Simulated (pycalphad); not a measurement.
All values are pycalphad results on the COST 507 light-alloy database (1999) (1 atm), not direct measurements. The data set is of 1999 and partly superseded. Amounts are mole fractions of atoms.

**Question.** Give the equilibrium state of Al-0.21C (at.%) at 570 K.

**Answer.** FCC_A1, fraction 0.995, with <0.01 C at.%; AL4C3, fraction 0.005, with 42.9 C at.%.

**Question.** Give the equilibrium state of Al-0.21C (at.%) at 1370 K.

**Answer.** 
```
T = 1370.00 K, P = 101325 Pa, N = 1 mol of atoms
G = -71855 J/mol, H = 42464 J/mol, S = 83.44 J/(mol K)  (SER reference)
chemical potentials (J/mol): Al -71863, C -68405
phase             fraction      x(Al)       x(C)
LIQUID              0.9951     1.0000   1.82e-05
AL4C3               0.0049     0.5714     0.4286
```

Database names, with the compositions (at.%) that they take in these runs: AL4C3: Al 57 C 43. FCC_A1 is fcc.
